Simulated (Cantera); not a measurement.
## Stirred combustor or abatement burner

A perfectly stirred reactor is fed with CH₄ : CO : O₂ : N₂ = 1 : 0.15 : 4.41 : 16.6 (molar parts), at 0.360 bar; it is adiabatic with a 450 K inlet, and is followed from long to short residence time, starting on the burning branch (τ in s: 0.042, 0.018, 0.0074, 0.0031, 0.0013, 0.00056, 0.00023, 9.9e-05, 4.2e-05, 1.8e-05, 7.4e-06, 3.1e-06).

Model: GRI-Mech 3.0 (53 species, 325 reactions), integrated in Cantera.

```
τ (s)    T (K)     x CH₄     x CO   x O₂     x NO     x OH  x CH₂CO     x C₂H
-------  -----  --------  -------  -----  -------  -------  -------  --------
0.042     1533   4.47e-5  0.00115  0.106  2.03e-6  0.00138  2.72e-9    <1e-12
0.018     1519   7.74e-5  0.00203  0.106  1.80e-6  0.00171  4.88e-9    <1e-12
0.0074    1494  0.000143  0.00371  0.107  1.70e-6  0.00205  9.89e-9    <1e-12
0.0031    1455  0.000289  0.00680  0.108  1.51e-6  0.00227  2.41e-8    <1e-12
0.0013    1384  0.000760   0.0132  0.113  8.86e-7  0.00212  9.92e-8  2.15e-12
0.00056    450    0.0451  0.00677  0.199   <1e-12   <1e-12   <1e-12    <1e-12
0.00023    450    0.0451  0.00677  0.199   <1e-12   <1e-12   <1e-12    <1e-12
9.9e-5     450    0.0451  0.00677  0.199   <1e-12   <1e-12   <1e-12    <1e-12
4.2e-5     450    0.0451  0.00677  0.199   <1e-12   <1e-12   <1e-12    <1e-12
1.8e-5     450    0.0451  0.00677  0.199   <1e-12   <1e-12   <1e-12    <1e-12
7.4e-6     450    0.0451  0.00677  0.199   <1e-12   <1e-12   <1e-12    <1e-12
3.1e-6     450    0.0451  0.00677  0.199   <1e-12   <1e-12   <1e-12    <1e-12
```
x: mole fraction; the columns are a selection and need not sum to one.
